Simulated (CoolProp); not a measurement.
The numbers come from the reference Helmholtz-energy equation of state, Lemmon 2006 in CoolProp. It is a short technical equation, of lower accuracy than the large ones.

### Question
Give the vapour pressure (MPa), liquid density (kg/m³), vapour density (kg/m³), enthalpy of vaporisation (kJ/kg) of saturated neopentane at 314.3, 325.8, 337.3 K.

### Answer
```json
[
 {"T (K)": "314.3", "p (MPa)": "0.279", "liquid density (kg/m³)": "566", "vapour density (kg/m³)": "8.46", "enthalpy of vaporisation (kJ/kg)": "290"},
 {"T (K)": "325.8", "p (MPa)": "0.382", "liquid density (kg/m³)": "552", "vapour density (kg/m³)": "11.5", "enthalpy of vaporisation (kJ/kg)": "279"},
 {"T (K)": "337.3", "p (MPa)": "0.510", "liquid density (kg/m³)": "537", "vapour density (kg/m³)": "15.2", "enthalpy of vaporisation (kJ/kg)": "267"}
]
```
